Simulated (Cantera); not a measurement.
Feed: 1 mol SiH4, 0.023 mol Cl2, 180 mol H2, held at 13.3 mbar.

Method: chemical equilibrium by Gibbs-energy minimisation in Cantera with the NASA 1993 tables (ideal gas, pure condensed phases). Candidate condensed phases: Si; 19 gas species. The numbers say what is thermodynamically allowed, not how fast it happens.

**Question.** At 1500 K, list the 3 most abundant gas species with their mole fractions, and the condensed phases.

**Answer.** H2 1.000, HCl 0.000252, H 0.000152. Condensed: Si(s).
